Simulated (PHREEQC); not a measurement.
Make-up at 85 °C: 0.0047 mol/kgw CdCl2 and 0.0015 mol/kgw H3BO3. It is in equilibrium with CO2 at log p = -2 (atm). Otherwise closed; pH follows from the charge balance.

Equilibrium calculation in PHREEQC: ion-association model, wateq4f.dat.

Each row changes one thing in this solution. Precipitation was switched off in this run.

```tsv
case	pH	ionic strength (mol/kgw)	CO2 (mol/kgw)	HCO3- (mol/kgw)	H2BO3- (mol/kgw)
as made	5.09	0.0107	0.000120	7.22e-6	2.99e-7
CdCl2 from 0.0047 to 0.00235 mol/kgw	5.10	…	0.000120	7.29e-6	3.00e-7
temperature from 85 to 40 °C	4.94	0.0109	0.000237	1.16e-5	1.10e-7
CdCl2 from 0.0047 to 0.00517 mol/kgw	5.08	0.0116	0.000119	7.21e-6	2.98e-7
diluted 5-fold with water	5.12	…	0.000120	7.42e-6	6.08e-8
CdCl2 left out	5.13	7.45e-6	0.000120	…	2.90e-7
0.00041 mol/kgw CaSO4 added	5.10	0.0120	0.000119	7.55e-6	3.13e-7
CdCl2 from 0.0047 to 0.0094 mol/kgw	…	…	0.000119	7.09e-6	2.96e-7
0.0015 mol/kgw HF added	3.34	0.0112	0.000120	1.29e-7	5.29e-9
```

What belongs in the gaps?


- CdCl2 from 0.0047 to 0.00235 mol/kgw, ionic strength (mol/kgw): 0.00589
- diluted 5-fold with water, ionic strength (mol/kgw): 0.00257
- CdCl2 left out, HCO3- (mol/kgw): 7.12e-6
- CdCl2 from 0.0047 to 0.0094 mol/kgw, pH: 5.07
- CdCl2 from 0.0047 to 0.0094 mol/kgw, ionic strength (mol/kgw): 0.0191

At this temperature some constants are extrapolated from 25 °C, and those without enthalpy data are left unchanged.
